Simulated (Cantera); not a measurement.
**Hydrocarbon pyrolysis for carbon deposition**

An isothermal, constant-pressure homogeneous reactor starts with 1.04 % C2H6, 99.0 % N2, at 1423 K and 1330 Pa.

Model: GRI-Mech 3.0 (53 species, 325 reactions), integrated in Cantera. GRI-Mech 3.0 stops at C3 and has no aromatics, soot or wall deposition, so with more carbon than oxygen in the feed, carbon stays in small species such as C2H2 where larger ones or solid carbon would form. Radical loss at walls, strong at low pressure, is not modelled.

```json
[
 {"t (s)": "3.00e-5", "x C2H6": "0.0104", "x HCN": "<1e-12", "x CH2": "2.19e-12", "x CH3": "9.27e-6", "x C2H2": "<1e-12", "x C2H4": "9.39e-10"},
 {"t (s)": "0.000126", "x C2H6": "0.0104", "x HCN": "<1e-12", "x CH2": "1.64e-10", "x CH3": "3.87e-5", "x C2H2": "<1e-12", "x C2H4": "4.54e-8"},
 {"t (s)": "0.000527", "x C2H6": "0.0103", "x HCN": "<1e-12", "x CH2": "1.18e-8", "x CH3": "0.000159", "x C2H2": "1.40e-10", "x C2H4": "2.52e-6"},
 {"t (s)": "0.00221", "x C2H6": "0.00990", "x HCN": "5.15e-9", "x CH2": "4.98e-7", "x CH3": "0.000603", "x C2H2": "3.28e-7", "x C2H4": "0.000165"},
 {"t (s)": "0.00924", "x C2H6": "0.00609", "x HCN": "3.67e-7", "x CH2": "2.35e-6", "x CH3": "0.00144", "x C2H2": "0.000165", "x C2H4": "0.00305"},
 {"t (s)": "0.0387", "x C2H6": "0.000274", "x HCN": "1.47e-6", "x CH2": "1.38e-6", "x CH3": "0.000458", "x C2H2": "0.00368", "x C2H4": "0.00501"},
 {"t (s)": "0.162", "x C2H6": "5.78e-6", "x HCN": "1.78e-6", "x CH2": "1.08e-7", "x CH3": "8.50e-5", "x C2H2": "0.00749", "x C2H4": "0.00163"},
 {"t (s)": "0.680", "x C2H6": "1.03e-6", "x HCN": "1.81e-6", "x CH2": "1.58e-8", "x CH3": "3.05e-5", "x C2H2": "0.00888", "x C2H4": "0.000296"},
 {"t (s)": "2.85", "x C2H6": "2.91e-7", "x HCN": "1.82e-6", "x CH2": "3.90e-9", "x CH3": "1.47e-5", "x C2H2": "0.00919", "x C2H4": "1.75e-5"},
 {"t (s)": "11.9", "x C2H6": "1.75e-7", "x HCN": "1.83e-6", "x CH2": "2.38e-9", "x CH3": "1.11e-5", "x C2H2": "0.00926", "x C2H4": "6.28e-6"},
 {"t (s)": "50.0", "x C2H6": "1.22e-7", "x HCN": "1.86e-6", "x CH2": "2.09e-9", "x CH3": "9.39e-6", "x C2H2": "0.00944", "x C2H4": "4.78e-6"}
]
```
x: mole fraction; the columns are a selection and need not sum to one.

Equilibrium at this temperature and pressure: C2H6 1.12e-12, HCN 0.0174, CH2 7.51e-12, CH3 2.48e-8, C2H2 0.00149, C2H4 2.57e-7 (gas phase only).
